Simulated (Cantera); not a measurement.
A perfectly stirred reactor is fed with CH₃OH : O₂ : N₂ : H₂O = 1 : 1.83 : 6.88 : 0.23 (molar parts), at 2.10 bar; it is adiabatic with a 650 K inlet, and is followed from long to short residence time, starting on the burning branch (τ in s: 0.037, 0.016, 0.0068, 0.0029, 0.0013, 0.00054, 0.00023, 9.9e-05, 4.3e-05, 1.8e-05, 7.9e-06).

Detailed kinetics in Cantera: GRI-Mech 3.0 (53 species, 325 reactions). GRI-Mech 3.0 was tuned for natural gas; its chemistry of methanol as a main component is partial and can be far from experiment.

Q: Predict: blow-out, bracketed by the residence times tried; x(CH₃OH) at τ = 37.0 ms; x(O₂) at τ = 37.0 ms; x(H₂O) at τ = 37.0 ms; x(NO) at τ = 37.0 ms; x(CH₂O) at τ = 37.0 ms; x(CH₃OH) at τ = 0.540 ms; x(O₂) at τ = 0.540 ms; x(H₂O) at τ = 0.540 ms; x(NO) at τ = 0.540 ms; x(CH₂O) at τ = 0.540 ms.

A: 
| Item | Value |
|---|---|
| blow-out, bracketed by the residence times tried | burning at 43.0 µs, out at 18.0 µs |
| x(CH₃OH) at τ = 37.0 ms | 1.12e-6 |
| x(O₂) at τ = 37.0 ms | 0.0319 |
| x(H₂O) at τ = 37.0 ms | 0.209 |
| x(NO) at τ = 37.0 ms | 0.00129 |
| x(CH₂O) at τ = 37.0 ms | 1.15e-6 |
| x(CH₃OH) at τ = 0.540 ms | 3.11e-5 |
| x(O₂) at τ = 0.540 ms | 0.0382 |
| x(H₂O) at τ = 0.540 ms | 0.199 |
| x(NO) at τ = 0.540 ms | 6.34e-5 |
| x(CH₂O) at τ = 0.540 ms | 3.14e-5 |
